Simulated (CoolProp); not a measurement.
Vapour-liquid equilibrium of methanol (1) + ethylbenzene (2) at 345.9 K; x and y are mole fractions of (1).

Model: multi-fluid Helmholtz-energy mixture model, de Reuck 1993 and Zhou 2012; pair parameters Bell 2016, in CoolProp.

```
x     bubble pressure, mixture model (kPa)  bubble pressure, Raoult's law (kPa)  y, mixture model  y, Raoult's law
----  ------------------------------------  -----------------------------------  ----------------  ---------------
0.05                                 50.50                                18.96             0.754            0.367
0.15                                 92.64                                31.60             0.870            0.660
0.25                                 110.6                                44.24             0.894            0.786
0.35                                 117.5                                56.89             0.902            0.856
0.45                                 120.0                                69.53             0.905            0.900
0.55                                 121.3                                82.18             0.908            0.931
0.65                                 123.1                                94.82             0.911            0.953
0.75                                 126.1                                107.5             0.919            0.971
0.85                                 130.6                                120.1             0.937            0.984
0.95                                 136.2                                132.8             0.973            0.995
```

The largest gap from Raoult's law is +193.2 % in bubble pressure, at x = 0.15. No azeotrope shows between x = 0.05 and 0.95.

Pair parameters are fitted to limited data, so mixtures are less certain than the pure fluids. With so large a gap from Raoult's law the liquid may split in two, which this calculation doesn't test in full.
